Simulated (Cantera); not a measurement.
An adiabatic, constant-volume homogeneous reactor starts with C₃H₈ : O₂ : N₂ : CO₂ = 1 : 3.57 : 13.4 : 0.98 (molar parts), at 1023 K and 9000 Torr. Integrator tolerance rtol = 1e-08.

Computed with Cantera and GRI-Mech 3.0 (53 species, 325 reactions). GRI-Mech 3.0 was tuned for natural gas; its chemistry of propane as a main component is partial and can be far from experiment. The pressure lies above the range GRI-Mech 3.0 was tuned for (to about 10 atm).

Task: What does this change do: 0.094 parts H2 added?

Result: 
| quantity | before | after |
|---|---|---|
| time of steepest temperature rise | 41.4 ms | 17.0 ms |
| temperature at 9.00 s | 2840 K | 2835 K |
| equilibrium temperature | 2840 K | 2835 K |
| x(C₃H₈) at 9.00 s | <1e-12 (gas-phase equilibrium <1e-12) | <1e-12 (gas-phase equilibrium <1e-12) |
| x(O₂) at 9.00 s | 0.000460 (gas-phase equilibrium 0.000460) | 0.000404 (gas-phase equilibrium 0.000404) |
| x(CO₂) at 9.00 s | 0.0784 (gas-phase equilibrium 0.0784) | 0.0759 (gas-phase equilibrium 0.0759) |
| x(H) at 9.00 s | 0.00265 (gas-phase equilibrium 0.00265) | 0.00269 (gas-phase equilibrium 0.00269) |
| x(NO) at 9.00 s | 0.00162 (gas-phase equilibrium 0.00162) | 0.00151 (gas-phase equilibrium 0.00151) |
| x(H₂) at 9.00 s | 0.0296 (gas-phase equilibrium 0.0296) | 0.0315 (gas-phase equilibrium 0.0315) |
| x(CO) at 9.00 s | 0.107 (gas-phase equilibrium 0.107) | 0.109 (gas-phase equilibrium 0.109) |

Task: What does this change do: pressure from 9000 Torr to 413 Torr?

Result: 
| quantity | before | after |
|---|---|---|
| time of steepest temperature rise | 41.4 ms | 0.515 s |
| temperature at 9.00 s | 2840 K | 2697 K |
| equilibrium temperature | 2840 K | 2697 K |
| x(C₃H₈) at 9.00 s | <1e-12 (gas-phase equilibrium <1e-12) | <1e-12 (gas-phase equilibrium <1e-12) |
| x(O₂) at 9.00 s | 0.000460 (gas-phase equilibrium 0.000460) | 0.00255 (gas-phase equilibrium 0.00255) |
| x(CO₂) at 9.00 s | 0.0784 (gas-phase equilibrium 0.0784) | 0.0735 (gas-phase equilibrium 0.0735) |
| x(H) at 9.00 s | 0.00265 (gas-phase equilibrium 0.00265) | 0.00787 (gas-phase equilibrium 0.00787) |
| x(NO) at 9.00 s | 0.00162 (gas-phase equilibrium 0.00162) | 0.00310 (gas-phase equilibrium 0.00310) |
| x(H₂) at 9.00 s | 0.0296 (gas-phase equilibrium 0.0296) | 0.0321 (gas-phase equilibrium 0.0321) |
| x(CO) at 9.00 s | 0.107 (gas-phase equilibrium 0.107) | 0.110 (gas-phase equilibrium 0.110) |
